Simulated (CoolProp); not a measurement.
The numbers come from the reference Helmholtz-energy equation of state, Lemmon 2006 in CoolProp. It is a short technical equation, of lower accuracy than the large ones.

Q: Give the vapour pressure (MPa), vapour density (kg/m³), surface tension (mN/m) of saturated carbonyl sulfide at 264.5 K.

A: 
```json
[
 {"T (K)": "264.5", "p (MPa)": "0.498", "vapour density (kg/m³)": "14.9", "surface tension (mN/m)": "13.4"}
]
```

Surface tension comes from a separate correlation (Mulero 2012).
